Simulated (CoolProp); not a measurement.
R365MFC along the isotherm 415.2 K: Z from the reference equation and from simpler models built on Tc = 460.0 K, pc = 3.266 MPa, ω = 0.377; each cubic takes its own stable root.

The numbers come from the reference Helmholtz-energy equation of state, Lemmon 2016 in CoolProp.

| p (MPa) | phase | reference |
|---|---|---|
| 0.0258 | gas | 0.9960 |
| 0.0379 | gas | 0.9941 |
| 0.0556 | gas | 0.9913 |
| 0.0817 | gas | 0.9872 |
| 0.12 | gas | 0.9812 |
| 0.176 | gas | 0.9722 |
| 0.258 | gas | 0.9588 |
| 0.379 | gas | 0.9384 |
| 0.556 | gas | 0.9073 |
| 0.817 | gas | 0.8576 |
| 1.2 | gas | 0.7725 |
| 1.76 | liquid | 0.08037 |
| 2.58 | liquid | 0.1162 |
| 3.79 | liquid | 0.1679 |
| 5.56 | liquid | 0.2415 |
| 8.17 | liquid | 0.3468 |

Q: How far does each simpler model (van der Waals, Redlich-Kwong, Peng-Robinson) lie from the reference over these 16 states: mean and median of the absolute difference, and the worst?

A: 
- van der Waals: mean 66.1 %, median 2.2 %, worst +811.4 % at 415.2 K and 1.76 MPa
- Redlich-Kwong: mean 51.0 %, median 0.9 %, worst +736.5 % at 415.2 K and 1.76 MPa
- Peng-Robinson: mean 0.5 %, median 0.2 %, worst -2.8 % at 415.2 K and 8.17 MPa

At some of these states van der Waals, Redlich-Kwong gives the other phase, because its saturation line lies elsewhere.
